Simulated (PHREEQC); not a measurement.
Consider water at 83 °C with 16 mmol/kgw HF, 1.5 mmol/kgw (CH3)4NF, 0.046 mmol/kgw H2SiF6 and 13 mmol/kgw H2SO4. Closed to the air; pH follows from the charge balance.

Model: ion-association model, wateq4f.dat, run in PHREEQC.

| Quantity | Value |
|---|---|
| pH | 1.89 |
| ionic strength | 0.0190 mol/kgw |
| total alkalinity | -42.3 meq/kg |

| species | molality | activity | log γ |
|---|---|---|---|
| HF | 0.0172 | 0.0172 | 0.002 |
| H+ | 0.0147 | 0.0129 | -0.056 |
| HSO4- | 0.0102 | 0.00875 | -0.066 |
| SO4-2 | 0.00282 | 0.00156 | -0.258 |
| (CH3)4N+ | 0.00150 | 0.00129 | -0.067 |
| F- | 0.000330 | 0.000282 | -0.068 |
| H2F2 | 7.74e-5 | 7.77e-5 | 0.002 |
| H4SiO4 | 3.19e-5 | 3.21e-5 | 0.002 |
| HF2- | 2.41e-5 | 2.06e-5 | -0.068 |

Precipitation was switched off in this run. Species that the database lacks are ignored. (CH3)4N+ isn't in the database: it is added as a free cation with an ion size of 4 Å. At this temperature some constants are extrapolated from 25 °C, and those without enthalpy data are left unchanged. SiF6-2 is the database's only silicon fluoride.
